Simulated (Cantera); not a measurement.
Mixture: 14.3 % CH4, 0.746 % C2H6, 14.9 % O2, 70.0 % N2, equivalence ratio 2.1, at 750 Torr, adiabatic and at constant volume. Ignition delay is the time to a rise of 400 K.

Detailed kinetics in Cantera: GRI-Mech 3.0 (53 species, 325 reactions).

Q: Predict: delay at 1248 K; delay at 1348 K; delay at 1448 K; delay at 1548 K; delay at 1648 K; delay at 1748 K; delay at 1848 K; apparent activation energy between 1648 and 1848 K.

A: 
```json
{
  "delay at 1248 K": "11.1 ms",
  "delay at 1348 K": "3.38 ms",
  "delay at 1448 K": "1.07 ms",
  "delay at 1548 K": "0.378 ms",
  "delay at 1648 K": "0.155 ms",
  "delay at 1748 K": "75.6 µs",
  "delay at 1848 K": "42.6 µs",
  "apparent activation energy between 1648 and 1848 K": "160 kJ/mol"
}
```
